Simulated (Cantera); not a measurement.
Equilibrium for roasting and sulfation: FeS + SO₃ + CO₂

Input: 1 mol FeS, 1.4 mol SO₃, 0.25 mol CO₂, equilibrated at 0.250 bar.

Method: chemical equilibrium by Gibbs-energy minimisation in Cantera with the NASA 1993 tables (ideal gas, pure condensed phases). Candidate condensed phases: C, Fe, Fe(CO)₅, FeO, FeS, FeSO₄, FeS₂, Fe₂O₃, Fe₂(SO₄)₃, Fe₃O₄, S; 25 gas species. Metal and sulfide melt together well below either melting point, which pure phases cannot show. Mutual solubility and eutectic melting of coexisting phases are not modelled. The tables' stoichiometric FeO is somewhat more stable than real wüstite, so its field is too wide. FeO, FeS: taken at fixed stoichiometry. Gases not in the tables: S₃ to S₇. Rates play no part.

```
T (K)  x SO₂      x S₂   x CO₂      x CO      x SO  n FeS₂(s)  n Fe₃O₄(s)  n FeS(s)  n FeO(s)  n FeS(l)  n FeO(l)
-----  -----  --------  ------  --------  --------  ---------  ----------  --------  --------  --------  --------
750    0.869  0.000769   0.130   1.14e-6   1.10e-7      0.361       0.213         0         0         0         0
825    0.865   0.00505   0.130   8.14e-6   1.04e-6      0.354       0.215         0         0         0         0
900    0.861    0.0170   0.120   3.55e-5   6.15e-6          0       0.155     0.534         0         0         0
975    0.852    0.0252   0.120  0.000112   2.36e-5          0       0.163     0.512         0         0         0
1050   0.842    0.0354   0.120  0.000299   7.44e-5          0       0.171     0.486         0         0         0
1125   0.829    0.0473   0.119  0.000700  0.000201          0       0.182     0.454         0         0         0
1200   0.815    0.0609   0.118   0.00146  0.000478          0       0.194     0.417         0         0         0
1275   0.800    0.0757   0.116   0.00279   0.00102          0       0.208     0.377         0         0         0
1350   0.783    0.0915   0.113   0.00489   0.00201          0       0.222     0.333         0         0         0
1425   0.753     0.124   0.105   0.00794   0.00375          0           0     0.143     0.857         0         0
1500   0.715     0.160  0.0983    0.0125   0.00650          0           0         0     0.978    0.0220         0
1575   0.707     0.164  0.0928    0.0174    0.0103          0           0         0      1.00         0         0
1650   0.706     0.161  0.0870    0.0229    0.0156          0           0         0         0         0     1.000
```
x: gas mole fraction; n: condensed amount in mol.

From 750 K to 825 K the condensed part is FeS₂(s) + Fe₃O₄(s). From 900 K to 1350 K the condensed part is FeS(s) + Fe₃O₄(s). At 1425 K the condensed part is FeO(s) + FeS(s). At 1500 K the condensed part is FeO(s) + FeS(l). At 1575 K the condensed part is FeO(s). At 1650 K the condensed part is FeO(l).
